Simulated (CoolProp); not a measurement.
A Linde-Hampson liquefier for methane: isothermal reversible compression at 230 K from 1 atm to 25 MPa, throttling to 1 atm, return gas leaving the recuperator 2 K below the feed. Each further row changes one setting.

Model: reference Helmholtz-energy equation of state, Setzmann 1991, in CoolProp.

```json
[
 {"case": "as stated", "liquid yield per pass": "?", "compression work (kJ/kg of gas)": "559"},
 {"case": "high pressure 50 MPa", "liquid yield per pass": "?", "compression work (kJ/kg of gas)": "?"},
 {"case": "warm-end temperature 260 K", "liquid yield per pass": "0.312", "compression work (kJ/kg of gas)": "670"},
 {"case": "warm-end gap 7 K", "liquid yield per pass": "0.396", "compression work (kJ/kg of gas)": "559"}
]
```

**Question.** Fill in the missing entries.

**Answer.** 
- as stated, liquid yield per pass: 0.404
- high pressure 50 MPa, liquid yield per pass: 0.394
- high pressure 50 MPa, compression work (kJ/kg of gas): 639
